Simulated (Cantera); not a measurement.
## Adiabatic ignition

An adiabatic, constant-pressure homogeneous reactor starts with CH4 : C2H6 : O2 : N2 = 1 : 0.03 : 3.97 : 14.9 (molar parts), equivalence ratio 0.53, at 1573 K and 10.9 atm.

Computed with Cantera and GRI-Mech 3.0 (53 species, 325 reactions).

| t (s) | T (K) | x CH4 | x C2H6 | x O2 | x OH | x HCO |
|---|---|---|---|---|---|---|
| 1.00e-6 | 1573 | 0.0502 | 0.00150 | 0.199 | 1.22e-7 | 1.99e-11 |
| 4.64e-6 | 1573 | 0.0502 | 0.00147 | 0.199 | 7.78e-7 | 1.02e-9 |
| 2.15e-5 | 1580 | 0.0484 | 0.00148 | 0.198 | 7.54e-6 | 1.34e-7 |
| 0.000100 | 2584 | <1e-12 | <1e-12 | 0.0918 | 0.00831 | 1.27e-9 |
| 0.000464 | 2579 | <1e-12 | <1e-12 | 0.0905 | 0.00817 | 1.23e-9 |
| 0.00215 | 2566 | <1e-12 | <1e-12 | 0.0869 | 0.00778 | 1.11e-9 |
| 0.0100 | 2557 | <1e-12 | <1e-12 | 0.0845 | 0.00754 | 1.04e-9 |
| 0.0464 | 2557 | <1e-12 | <1e-12 | 0.0844 | 0.00753 | 1.04e-9 |
| 0.215 | 2557 | <1e-12 | <1e-12 | 0.0844 | 0.00753 | 1.04e-9 |
| 1.00 | 2557 | <1e-12 | <1e-12 | 0.0844 | 0.00753 | 1.04e-9 |
x: mole fraction; the columns are a selection and need not sum to one.

| Property | Value |
|---|---|
| time of steepest temperature rise | 46.7 µs |
| temperature at 1.00 s | 2557 K |
| equilibrium temperature | 2557 K |
| x(CH4) at 1.00 s | <1e-12 (gas-phase equilibrium <1e-12) |
| x(C2H6) at 1.00 s | <1e-12 (gas-phase equilibrium <1e-12) |
| x(O2) at 1.00 s | 0.0844 (gas-phase equilibrium 0.0844) |
